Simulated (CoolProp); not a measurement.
The numbers come from the reference Helmholtz-energy equation of state, Guder 2009 in CoolProp.

Give the vapour pressure (bar), enthalpy of vaporisation (kJ/kg), vapour viscosity (µPa s), liquid conductivity (mW/(m K)) of saturated sulfur hexafluoride at 248.3, 269.3, 274.6 K.


```tsv
T (K)	p (bar)	enthalpy of vaporisation (kJ/kg)	vapour viscosity (µPa s)	liquid conductivity (mW/(m K))
248.3	5.88	99.1	13.3	69.6
269.3	11.2	86.7	14.6	63.0
274.6	13.0	83.0	15.0	61.2
```

Viscosity comes from a separate model (Quiñones-Cisneros 2012). Thermal conductivity comes from a separate model (Assael 2012).
